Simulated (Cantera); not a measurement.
Predominance diagram of Ca at 750 K against the partial pressures of O2 and Cl2 (log10, bar). Standard-state values (1 bar) from the NASA 1993 polynomials, evaluated with Cantera. Candidates: Ca(s), CaCl2(s), CaO(s). Only these pure phases compete in this equilibrium. Not in the tables: oxide halides.

```
log p(Cl2) \ log p(O2)
        columns: -20, -18.8, -17.5, -16.3, -15.1, -13.8, -12.6, -11.4, -10.1, -8.9, -7.6, -6.4, -5.2, -3.9, -2.7, -1.5, -0.2, 1
      1  A A A A A A A A A A A A A A A A A A
   -0.9  A A A A A A A A A A A A A A A A A A
   -2.7  A A A A A A A A A A A A A A A A A A
   -4.6  A A A A A A A A A A A A A A A A A A
   -6.4  A A A A A A A A A A A A A A A A A A
   -8.3  A A A A A A A A A A A A A A A A A B
  -10.1  A A A A A A A A A A A A A A B B B B
    -12  A A A A A A A A A A A B B B B B B B
  -13.9  A A A A A A A A B B B B B B B B B B
  -15.7  A A A A A B B B B B B B B B B B B B
  -17.6  A A B B B B B B B B B B B B B B B B
  -19.4  B B B B B B B B B B B B B B B B B B
  -21.3  B B B B B B B B B B B B B B B B B B
  -23.1  B B B B B B B B B B B B B B B B B B
    -25  B B B B B B B B B B B B B B B B B B
```

A: CaCl2(s); B: CaO(s).
